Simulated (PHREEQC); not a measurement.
**Alkaline etch or developer: speciation**

Make-up at 19 °C and 300 atm: 0.036 mol/kgw NaOH and 0.012 mol/kgw K3PO4. Closed to the air; pH follows from the charge balance.

Computed with PHREEQC (ion-association model, phreeqc.dat).

No solid was allowed to form.

What pH, density, specific conductance does the model give?

pH 12.55; density 1.016 g/cm³; specific conductance 9840 µS/cm.

In which forms is P present?

PO4-3 88 %, HPO4-2 11 % of the P.

Under pressure, the constants of complexes without a molar volume in the database are unreliable.
